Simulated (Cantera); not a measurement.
Feed: 1 mol SiH4, 0.089 mol Cl2, 130 mol H2, held at 1673.15 K and 1.58 Torr.

Equilibrium computed with Cantera from the NASA thermochemical tables; the gas is ideal and each condensed phase is pure. Candidate condensed phases: Si; 19 gas species. Gases not in the tables: Si2H6 and higher silanes. Rates play no part.

Problem. What is the equilibrium state?

Solution. 
```
Property        Value
----------  ---------
x(H2)           0.996
x(H)          0.00248
x(HCl)        0.00133
x(Si)        0.000200
x(SiH)        1.54e-5
x(SiH2)       1.10e-5
x(SiCl2)      6.38e-6
x(Cl)         2.59e-6
x(SiCl)       2.36e-6
n(Si(s))    0.969 mol
gas amount  132.3 mol
```
